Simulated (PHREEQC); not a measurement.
Dissolve 0.096 mol LiOH per kg of water at 85 °C. Closed to the air; pH follows from the charge balance.

Model: ion-association model, phreeqc.dat, run in PHREEQC.

This is a speciation only: nothing precipitates in the calculation.

Task: Predict the pH.

Result: pH 11.35.

Complexes and solids missing from the database can't appear. At this temperature some constants are extrapolated from 25 °C, and those without enthalpy data are left unchanged.
